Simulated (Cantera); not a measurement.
A Cantera script and what it prints.

```python
import numpy as np
import cantera as ct

gas_names = """
    H H2 H2S Pb PbS Pb2 S SH S2 S8
""".split()
cond_names = """
    Pb(cr) Pb(L) PbS(s) PbS(L) S(cr1) S(cr2) S(L)
""".split()


# ... load() reads the species with a 1 bar reference pressure and builds the phases ...
atoms = {
    'Pb': {'Pb': 1},
    'H2S': {'H': 2, 'S': 1},
    'H2': {'H': 2},
}
top_T = {}  # K; cautious upper limits of use, not melting points


# ... equilibrate(T, P, feed) seeds the gas with the atoms and calls Mixture.equilibrate('TP', solver="vcs", rtol=1e-11, max_steps=5000) ...
results = []
feed = {'Pb': 1, 'H2S': 0.41, 'H2': 62}  # mol
T = 825  # K
P = 210  # Pa
mix = equilibrate(T, P, feed)
results.append((T, P, feed, dict(zip(mix.species_names, mix.species_moles))))
print(gas.report(threshold=0.0001))
for i in range(1, mix.n_phases):
    print(f"{mix.phase(i).name:16s} {mix.phase_moles(i):12.5e} mol")
```

It prints:

```
       temperature   825 K
          pressure   210 Pa
           density   6.5783e-05 kg/m^3
  mean mol. weight   2.1487 kg/kmol
   phase of matter   gas

                          1 kg             1 kmol
                     ---------------   ---------------
          enthalpy        7.1818e+06        1.5432e+07  J
   internal energy        3.9895e+06        8.5724e+06  J
           entropy             98728        2.1214e+05  J/K
    Gibbs function       -7.4269e+07       -1.5958e+08  J
 heat capacity c_p             13840             29739  J/K
 heat capacity c_v            9970.5             21424  J/K

                      mass frac. Y      mole frac. X     chem. pot. / RT
                     ---------------   ---------------   ---------------
                H2           0.93559           0.99719           -23.218
               H2S          0.041083         0.0025906           -41.517
               PbS          0.016745        0.00015039           -27.641
     [   +7 minor]         0.0065865         6.831e-05

Pb(L)             7.47451e-01 mol
PbS(s)            2.38898e-01 mol
S(L)              0.00000e+00 mol
```

Method: chemical equilibrium by Gibbs-energy minimisation in Cantera with the NASA 1993 tables (ideal gas, pure condensed phases).
